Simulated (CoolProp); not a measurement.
Ethylene along the isobar 6.79 MPa: density (kg/m³) from the reference equation and from simpler models built on Tc = 9.2 °C, pc = 5.042 MPa, ω = 0.087; each cubic takes its own stable root.

Model: reference Helmholtz-energy equation of state, Smukala 2000, in CoolProp.

```json
[
 {"T (°C)": "-58.05", "phase": "liquid", "reference": "507.6", "van der Waals": "342.7", "Redlich-Kwong": "482.0", "Peng-Robinson": "548.4"},
 {"T (°C)": "-36.65", "phase": "liquid", "reference": "470.5", "van der Waals": "320.2", "Redlich-Kwong": "438.9", "Peng-Robinson": "500.1"},
 {"T (°C)": "-15.35", "phase": "liquid", "reference": "425.6", "van der Waals": "293.0", "Redlich-Kwong": "386.3", "Peng-Robinson": "438.6"},
 {"T (°C)": "6.05", "phase": "liquid", "reference": "360.1", "van der Waals": "256.1", "Redlich-Kwong": "313.5", "Peng-Robinson": "349.5"},
 {"T (°C)": "27.35", "phase": "supercritical", "reference": "182.5", "van der Waals": "190.5", "Redlich-Kwong": "178.1", "Peng-Robinson": "181.8"},
 {"T (°C)": "48.75", "phase": "supercritical", "reference": "112.9", "van der Waals": "119.4", "Redlich-Kwong": "113.7", "Peng-Robinson": "116.4"},
 {"T (°C)": "70.05", "phase": "supercritical", "reference": "91.68", "van der Waals": "95.93", "Redlich-Kwong": "92.59", "Peng-Robinson": "94.30"},
 {"T (°C)": "91.45", "phase": "supercritical", "reference": "79.47", "van der Waals": "82.87", "Redlich-Kwong": "80.31", "Peng-Robinson": "81.43"},
 {"T (°C)": "112.75", "phase": "supercritical", "reference": "71.11", "van der Waals": "74.00", "Redlich-Kwong": "71.87", "Peng-Robinson": "72.63"},
 {"T (°C)": "134.15", "phase": "supercritical", "reference": "64.80", "van der Waals": "67.32", "Redlich-Kwong": "65.49", "Peng-Robinson": "65.99"},
 {"T (°C)": "155.45", "phase": "supercritical", "reference": "59.82", "van der Waals": "62.04", "Redlich-Kwong": "60.45", "Peng-Robinson": "60.78"},
 {"T (°C)": "176.85", "phase": "supercritical", "reference": "55.70", "van der Waals": "57.69", "Redlich-Kwong": "56.29", "Peng-Robinson": "56.48"}
]
```
